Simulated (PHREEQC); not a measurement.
Leach liquor

Make-up at 25 °C: 0.0017 mol/kgw HCl, 0.12 mol/kgw LiCl and 0.0027 mol/kgw Na2SO4. Closed to the air; pH follows from the charge balance.

Computed with PHREEQC (ion-association model, phreeqc.dat).

| Item | Value |
|---|---|
| pH | 2.89 |
| ionic strength | 0.129 mol/kgw |
| specific conductance | 12300 µS/cm |
| density | 1.000 g/cm³ |
| total alkalinity | -1.70 meq/kg |

| species | molality | activity | log γ |
|---|---|---|---|
| Cl- | 0.122 | 0.0911 | -0.126 |
| Li+ | 0.120 | 0.0935 | -0.107 |
| Na+ | 0.00538 | 0.00415 | -0.113 |
| SO4-2 | 0.00216 | 0.000741 | -0.466 |
| H+ | 0.00158 | 0.00129 | -0.089 |
| LiSO4- | 0.000394 | 0.000302 | -0.115 |
| HSO4- | 0.000121 | 9.27e-5 | -0.115 |
| NaSO4- | 1.99e-5 | 1.54e-5 | -0.112 |

Precipitation was switched off in this run.
